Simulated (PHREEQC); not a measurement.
Consider water at 15 °C with 0.076 mol/kgw HCl, 3.4e-05 mol/kgw LiCl and 0.001 mol/kgw NiSO4. Closed to the air; pH follows from the charge balance.

Model: ion-association model, wateq4f.dat, run in PHREEQC.

**Question.** The ionic strength comes out as 0.0784 mol/kgw. What activity coefficients do Li+, Cl-, NiCl+, Ni+2, HSO4- get?

**Answer.** Li+ 0.81, Cl- 0.79, NiCl+ 0.80, Ni+2 0.41, HSO4- 0.80.

Precipitation was switched off in this run.
